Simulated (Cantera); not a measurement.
Input (Python, Cantera):

```python
import numpy as np
import cantera as ct

gas = ct.Solution("gri30.yaml")
gas.TPX = 1275, 1333, {'H2': 0.14, 'O2': 1}
reactor = ct.IdealGasConstPressureReactor(gas, energy="off", clone=False)
net = ct.ReactorNet([reactor])
net.rtol, net.atol = 1e-08, 1e-18
show = ['H2', 'O2', 'H', 'HO2', 'O', 'OH']
times = np.geomspace(0.0001, 200, 10)

steps = ct.SolutionArray(gas, extra=["t"])
rows = []
print(f"{'t/s':>10s}{'T/K':>9s}{'P/Pa':>11s}" + "".join(f"{s:>11s}" for s in show))
for t in times:
    while net.time < t:
        t_next = net.step()
        steps.append(gas.state, t=t_next)
    rows.append([np.interp(t, steps.t, y) for y in (steps.T, steps.P, *steps(*show).X.T)])
    print(f"{t:10.3e}{rows[-1][0]:9.1f}{rows[-1][1]:11.4g}" + "".join(f"{x:11.3e}" for x in rows[-1][2:]))
rate = np.gradient(steps.T, steps.t)
print("integrator steps:", len(steps.t))
if steps.T.max() > steps.T[0] + 200:
    print(f"time of steepest temperature rise: {steps.t[rate.argmax()]:.4e} s")
gas.TPX = 1275, 1333, {'H2': 0.14, 'O2': 1}
gas.equilibrate("TP")
print(f"equilibrium (TP): T = {gas.T:.1f} K  " + "  ".join(f"{s} {gas[s].X[0]:.3e}" for s in show))
```

It prints:

```
       t/s      T/K       P/Pa         H2         O2          H        HO2          O         OH
 1.000e-04   1275.0       1333  1.228e-01  8.772e-01  4.073e-08  3.761e-08  3.513e-08  2.582e-08
 5.013e-04   1275.0       1333  1.228e-01  8.772e-01  1.940e-05  2.423e-07  2.062e-05  1.426e-05
 2.513e-03   1275.0       1333  4.027e-03  7.957e-01  2.894e-02  5.363e-06  6.211e-02  8.745e-03
 1.260e-02   1275.0       1333  2.791e-03  8.222e-01  1.530e-02  5.346e-06  4.017e-02  7.390e-03
 6.316e-02   1275.0       1333  5.455e-04  8.604e-01  1.189e-03  3.405e-06  7.266e-03  3.323e-03
 3.166e-01   1275.0       1333  2.852e-05  8.684e-01  1.407e-05  5.430e-07  3.770e-04  7.654e-04
 1.587e+00   1275.0       1333  2.039e-06  8.690e-01  2.725e-07  6.144e-08  2.717e-05  2.059e-04
 7.958e+00   1275.0       1333  2.524e-07  8.691e-01  1.199e-08  2.429e-08  3.386e-06  7.270e-05
 3.989e+01   1275.0       1333  7.246e-08  8.691e-01  1.855e-09  3.231e-08  9.737e-07  3.898e-05
 2.000e+02   1275.0       1333  6.754e-08  8.691e-01  1.670e-09  3.316e-08  9.076e-07  3.763e-05
integrator steps: 2010
equilibrium (TP): T = 1275.0 K  H2 6.754e-08  O2 8.691e-01  H 1.670e-09  HO2 3.316e-08  O 9.076e-07  OH 3.763e-05
```

Cantera simulation using GRI-Mech 3.0 (53 species, 325 reactions); the numbers are that mechanism's predictions, not measurements. Radical loss at walls, strong at low pressure, is not modelled. The temperature is held fixed by assumption; the heat of reaction is taken as removed at once.
